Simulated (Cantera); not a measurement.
Charge: 1 mol Cu2O, a varied amount of H2, 0.075 mol H2O, at 873 K and 88.0 Pa.

Equilibrium computed with Cantera from the NASA thermochemical tables; the gas is ideal and each condensed phase is pure. Candidate condensed phases: Cu, CuO, Cu(OH)2, Cu2O, H2O; 12 gas species. Kinetics and transport are ignored.

### Question
Which condensed phases are stable at each of these points (n(H2) (mol)): 0.34, 0.77, 1.7, 3.9, 8.7, 20, 44, 99, 220, 500, 1100, 2500?

### Answer
```tsv
n(H2) (mol)	condensed phases	Cu condensed (%)
0.34	Cu(s) + Cu2O(s)	100.0
0.77	Cu(s) + Cu2O(s)	100.0
1.7	Cu(s)	100.0
3.9	Cu(s)	100.0
8.7	Cu(s)	100.0
20	Cu(s)	100.0
44	Cu(s)	100.0
99	Cu(s)	100.0
220	Cu(s)	100.0
500	Cu(s)	100.0
1100	Cu(s)	100.0
2500	Cu(s)	100.0
```

From 0.34 mol H2 to 0.77 mol H2 the condensed part is Cu(s) + Cu2O(s). From 1.7 mol H2 to 2500 mol H2 the condensed part is Cu(s).
